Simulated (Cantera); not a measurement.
A freely propagating, adiabatic, planar premixed flame of CH₄ : C₂H₆ : C₃H₈ : O₂ : N₂ = 1 : 0.44 : 0.16 : 3.62 : 13.6 (molar parts), equivalence ratio 1.2, unburnt at 425 K and 0.415 atm; mixture-averaged transport, grid criteria slope 0.08 and curve 0.16, no radiation.

Model: GRI-Mech 3.0 (53 species, 325 reactions), integrated in Cantera. Burning velocities carry a grid error of a few per cent, more on coarse grids.

### Question
What does this change do: inlet temperature 425 to 400 K?

### Answer
| quantity | before | after |
|---|---|---|
| laminar burning velocity | 83.6 cm/s | 75.8 cm/s |
| thermal thickness | 0.730 mm | 0.743 mm |
| peak x(CH₂CO) | 0.000651 | 0.000636 |
| peak x(H) | 0.0137 | 0.0134 |
| peak x(O) | 0.00281 | 0.00269 |

### Question
What does this change do: inlet temperature 425 to 700 K?

### Answer
| quantity | before | after |
|---|---|---|
| laminar burning velocity | 83.6 cm/s | 206 cm/s |
| thermal thickness | 0.730 mm | 0.609 mm |
| peak x(CH₂CO) | 0.000651 | 0.000833 |
| peak x(H) | 0.0137 | 0.0167 |
| peak x(O) | 0.00281 | 0.00428 |
